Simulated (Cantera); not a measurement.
Input: 1 mol MgSO4, 2.1 mol H2, held at 1000 K.

These are equilibrium values from Cantera (NASA tables, ideal gas, pure condensed phases), not measurements of a reactor. Candidate condensed phases: H2O, H2SO4, Mg, MgO, Mg(OH)2, MgS, MgSO4, S; 26 gas species. Gases not in the tables: S3 to S7. The numbers say what is thermodynamically allowed, not how fast it happens.

**Question.** At 10.0 bar, list the 4 most abundant gas species with their mole fractions, and the condensed phases.

**Answer.** H2O 0.674, SO2 0.204, H2S 0.0843, S2 0.0332. Condensed: MgO(s).
